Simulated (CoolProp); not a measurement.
Saturation properties of R365MFC.

Computed with CoolProp (reference Helmholtz-energy equation of state, Lemmon 2016).

```
T (K)     p (bar)  vapour density (kg/m³)  enthalpy of vaporisation (kJ/kg)  liquid cp (kJ/(kg K))
-----  ----------  ----------------------  --------------------------------  ---------------------
283.8      0.3066                   1.962                             201.7                  1.350
298.3      0.5711              (withheld)                             195.2                  1.377
312.8      0.9936                   5.925                             188.4                  1.407
327.3       1.632                   9.489                             181.2                  1.439
341.8       2.553                   14.58                             173.4                  1.474
356.2       3.820                   21.60                        (withheld)                  1.514
370.7       5.532              (withheld)                             155.7                  1.560
385.2       7.772                   44.35                             145.5                  1.616
399.7       10.64                   62.17                             134.0                  1.688
414.2  (withheld)                   86.88                             120.5                  1.791
428.7       18.78                   122.6                             104.1                  1.962
```

Complete the blanks.


- 298.3, vapour density (kg/m³): 3.516
- 356.2, enthalpy of vaporisation (kJ/kg): 164.9
- 370.7, vapour density (kg/m³): 31.26
- 414.2, p (bar): 14.26

It boils at 313.3 K under 1 atm.
